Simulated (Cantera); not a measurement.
Ignition delay

Mixture: 9.61 % CO, 9.13 % H₂, 7.40 % CH₄, 13.4 % O₂, 60.4 % N₂, equivalence ratio 1.8, at 100000 Pa, adiabatic and at constant volume. Ignition delay is the time to a rise of 400 K.

Computed with Cantera and GRI-Mech 3.0 (53 species, 325 reactions).

| T0 (K) | delay (ms) |
|---|---|
| 1075 | 3.02 |
| 1175 | 1.21 |
| 1275 | 0.545 |
| 1375 | 0.272 |
| 1475 | 0.150 |
| 1575 | 0.0905 |
| 1675 | 0.0580 |
| 1775 | 0.0389 |
| 1875 | 0.0269 |

The apparent activation energy between 1675 and 1875 K is 100 kJ/mol.
